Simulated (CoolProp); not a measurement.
Vapour-liquid equilibrium of R134a (1) + R141b (2) at 0.576 MPa; x and y are mole fractions of (1).

Computed with CoolProp (multi-fluid Helmholtz-energy mixture model, Tillner-Roth 1994 and Lemmon 2006; pair parameters Bell 2016).

```
x      bubble temperature (°C)  y at the bubble point  dew temperature at overall composition x (°C)  liquid density (mol/L)
-----  -----------------------  ---------------------  ---------------------------------------------  ----------------------
0.05                      81.5                  0.251                                           90.8                   9.571
0.125                     67.8                  0.496                                           87.5                   9.892
0.2                          ?                  0.643                                           84.0                   10.16
0.275                     49.8                  0.734                                           80.3                       ?
0.35                      43.9                  0.794                                           76.4                   10.58
0.425                     39.4                  0.836                                           72.1                       ?
0.5                       35.7                      ?                                           67.6                   10.91
0.575                     32.7                      ?                                           62.6                   11.07
0.65                         ?                  0.913                                           57.0                   11.22
0.725                     27.8                  0.931                                           50.6                   11.37
0.8                       25.6                  0.949                                           43.3                   11.52
0.875                     23.6                      ?                                           34.7                   11.69
0.95                      21.6                  0.986                                              ?                   11.87
```

What belongs in the gaps?


- 0.2, bubble temperature (°C): 57.5
- 0.275, liquid density (mol/L): 10.38
- 0.425, liquid density (mol/L): 10.75
- 0.5, y at the bubble point: 0.867
- 0.575, y at the bubble point: 0.892
- 0.65, bubble temperature (°C): 30.1
- 0.875, y at the bubble point: 0.967
- 0.95, dew temperature at overall composition x (°C): 25.5

No azeotrope shows between x = 0.05 and 0.95.

The pair parameters rest on a limited set of measurements; away from them the model extrapolates.
